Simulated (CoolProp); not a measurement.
Properties of oxygen along the isotherm 166.3 K (Tc = 154.6 K, pc = 5.046 MPa, ω = 0.022).

The numbers come from the reference Helmholtz-energy equation of state, Schmidt 1985 in CoolProp.

```
p (MPa)          phase  cp (kJ/(kg K))  viscosity (µPa s)
-------  -------------  --------------  -----------------
5.05     supercritical           2.104               15.1
10.1     supercritical           3.122               40.3
15.1     supercritical           2.165               52.0
20.2     supercritical           1.893               60.0
25.2     supercritical           1.760               66.7
30.3     supercritical           1.678               72.7
35.3     supercritical           1.622               78.2
40.4     supercritical           1.580               83.6
45.4     supercritical           1.549               88.6
50.5     supercritical           1.524               93.5
```

The peak of cp marks the crossing from liquid-like to gas-like fluid above the critical point.

Viscosity comes from a separate model (Lemmon 2004).
